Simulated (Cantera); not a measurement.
Feed: 1 mol SiH₂Cl₂, 2.9 mol H₂O, equilibrated at 1825 K and 128 Torr.

Equilibrium computed with Cantera from the NASA thermochemical tables; the gas is ideal and each condensed phase is pure. Candidate condensed phases: H₂O, Si, SiO₂; 30 gas species. The tables hold silica as quartz up to 1696 K and as liquid above; real silica turns to tridymite and cristobalite and melts near 1996 K. Gases not in the tables: Si(OH)₄. Kinetics and transport are ignored.

Base state: H₂ 0.408, HCl 0.407, H₂O 0.184, H 0.000682, Cl 0.000520, SiO 4.64e-5, OH 2.15e-5 (mole fractions); condensed: SiO₂(condensed).

Q: What changes in the equilibrium state with this change: H₂O from 2.9 to 1.4 mol?

A: 
```csv
species,before,after
H₂,0.408,0.444
HCl,0.407,0.441
SiO,4.64e-5,0.0613
H₂O,0.184,0.000151
SiCl₂,2.43e-8,0.0456
SiCl₃,2.89e-9,0.00562
SiCl₄,<1e-9,0.00107
SiHCl₃,<1e-9,0.000287
SiCl,<1e-9,1.90e-5
"SiO₂(condensed), mol",1.000,0.589
```
The tables' values for SiCl₃, SiCl are old estimates; treat these amounts as uncertain.
